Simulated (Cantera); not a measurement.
Input: 1 mol Si, 0.85 mol H₂O, 8 mol N₂, 3.3 mol CO₂, held at 53.0 mbar.

Method: chemical equilibrium by Gibbs-energy minimisation in Cantera with the NASA 1993 tables (ideal gas, pure condensed phases). Candidate condensed phases: C, C₆H₆, C₇H₈, C₈H₁₈, H₂O, Si, SiC, SiO₂, Si₂N₂O, Si₃N₄; 151 gas species. The tables hold silica as quartz up to 1696 K and as liquid above; real silica turns to tridymite and cristobalite and melts near 1996 K. Rates play no part.

Which condensed phases are stable at each of these points (T (K)): 950, 1050, 1150, 1250, 1350, 1450, 1550, 1650, 1750, 1850, 1950, 2050?


```json
[
 {"T (K)": "950", "condensed phases": "SiO₂(β-quartz)", "Si condensed (%)": "100.0"},
 {"T (K)": "1050", "condensed phases": "SiO₂(β-quartz)", "Si condensed (%)": "100.0"},
 {"T (K)": "1150", "condensed phases": "SiO₂(β-quartz)", "Si condensed (%)": "100.0"},
 {"T (K)": "1250", "condensed phases": "SiO₂(β-quartz)", "Si condensed (%)": "100.0"},
 {"T (K)": "1350", "condensed phases": "SiO₂(β-quartz)", "Si condensed (%)": "100.0"},
 {"T (K)": "1450", "condensed phases": "SiO₂(β-quartz)", "Si condensed (%)": "100.0"},
 {"T (K)": "1550", "condensed phases": "SiO₂(β-quartz)", "Si condensed (%)": "100.0"},
 {"T (K)": "1650", "condensed phases": "SiO₂(β-quartz)", "Si condensed (%)": "100.0"},
 {"T (K)": "1750", "condensed phases": "SiO₂(condensed)", "Si condensed (%)": "100.0"},
 {"T (K)": "1850", "condensed phases": "SiO₂(condensed)", "Si condensed (%)": "100.0"},
 {"T (K)": "1950", "condensed phases": "SiO₂(condensed)", "Si condensed (%)": "99.8"},
 {"T (K)": "2050", "condensed phases": "SiO₂(l)", "Si condensed (%)": "99.1"}
]
```

From 950 K to 1650 K the condensed part is SiO₂(β-quartz). From 1750 K to 1950 K the condensed part is SiO₂(condensed). At 2050 K the condensed part is SiO₂(l).
